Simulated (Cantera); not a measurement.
Premixed flame

A freely propagating, adiabatic, planar premixed flame of 22.3 % CO, 4.90 % H2, 11.3 % O2, 42.6 % N2, 18.9 % H2O, unburnt at 525 K and 140000 Pa; mixture-averaged transport, grid criteria slope 0.08 and curve 0.16, no radiation.

Cantera simulation using GRI-Mech 3.0 (53 species, 325 reactions); the numbers are that mechanism's predictions, not measurements. Burning velocities carry a grid error of a few per cent, more on coarse grids.

```tsv
z (mm)	T (K)	u (m/s)	x CO	x H2	x O2	x H2O	x NO2	x OH
-1.08	525	1.39	0.223	0.0490	0.113	0.189	<1e-8	<1e-8
-0.718	525	1.39	0.223	0.0487	0.113	0.189	<1e-8	<1e-8
-0.538	525	1.39	0.223	0.0481	0.113	0.190	<1e-8	<1e-8
-0.359	527	1.39	0.223	0.0462	0.113	0.190	<1e-8	<1e-8
-0.179	581	1.53	0.223	0.0384	0.112	0.195	<1e-8	2.54e-6
-0.0897	848	2.21	0.211	0.0293	0.101	0.208	<1e-8	0.000334
0	1245	3.19	0.177	0.0191	0.0746	0.228	<1e-8	0.00166
0.0897	1520	3.82	0.132	0.0151	0.0468	0.235	<1e-8	0.00469
0.179	1681	4.14	0.0971	0.0163	0.0308	0.233	<1e-8	0.00695
0.359	1837	4.45	0.0698	0.0181	0.0192	0.232	<1e-8	0.00812
0.718	1963	4.71	0.0595	0.0165	0.0127	0.238	<1e-8	0.00760
1.44	2058	4.90	0.0539	0.0140	0.00821	0.246	<1e-8	0.00623
2.87	2123	5.03	0.0491	0.0122	0.00485	0.250	<1e-8	0.00476
```
x: mole fraction of selected species; z is measured from the peak of heat release.

```json
{
  "laminar_burning_velocity": "139 cm/s",
  "thermal_thickness": "0.359 mm",
  "peak x(OH)": "0.00815",
  "grid_points": "102"
}
```
